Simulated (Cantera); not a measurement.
# Silicon epitaxy and polysilicon growth: Si₃H₈ + HCl + N₂

Charge: 1 mol Si₃H₈, a varied amount of HCl, 10 mol N₂, held at 1598.15 K and 12000 Pa.

Equilibrium computed with Cantera from the NASA thermochemical tables; the gas is ideal and each condensed phase is pure. Candidate condensed phases: NH₄Cl, Si, Si₃N₄; 28 gas species. The feed counts by its element totals alone. The tables' values for SiCl₃ are old estimates; treat these amounts as uncertain. The numbers say what is thermodynamically allowed, not how fast it happens.

From 0.064 mol HCl to 1.4 mol HCl the condensed part is Si₃N₄(s). The main Si-bearing gas is SiCl₂ throughout.

| n(HCl) (mol) | x N₂ | x H₂ | x HCl | x SiCl₂ | x SiCl₃ | x H | x SiCl₄ | x SiHCl₃ | n Si₃N₄(s) |
|---|---|---|---|---|---|---|---|---|---|
| 0.064 | 0.663 | 0.332 | 0.00529 | 6.88e-6 | 3.02e-8 | 8.86e-5 | 3.28e-10 | 2.95e-9 | 1.000 |
| 0.1 | 0.661 | 0.331 | 0.00823 | 1.67e-5 | 1.14e-7 | 8.85e-5 | 1.93e-9 | 1.12e-8 | 1.000 |
| 0.15 | 0.658 | 0.329 | 0.0123 | 3.74e-5 | 3.82e-7 | 8.83e-5 | 9.66e-9 | 3.72e-8 | 1.000 |
| 0.24 | 0.654 | 0.327 | 0.0194 | 9.48e-5 | 1.54e-6 | 8.80e-5 | 6.17e-8 | 1.49e-7 | 1.000 |
| 0.37 | 0.647 | 0.323 | 0.0294 | 0.000222 | 5.49e-6 | 8.75e-5 | 3.36e-7 | 5.29e-7 | 0.999 |
| 0.58 | 0.636 | 0.318 | 0.0449 | 0.000531 | 2.02e-5 | 8.68e-5 | 1.90e-6 | 1.94e-6 | 0.998 |
| 0.91 | 0.620 | 0.311 | 0.0676 | 0.00125 | 7.26e-5 | 8.58e-5 | 1.04e-5 | 6.87e-6 | 0.994 |
| 1.4 | 0.598 | 0.301 | 0.0977 | 0.00277 | 0.000236 | 8.45e-5 | 4.96e-5 | 2.19e-5 | 0.986 |
x: gas mole fraction; n: condensed amount in mol.
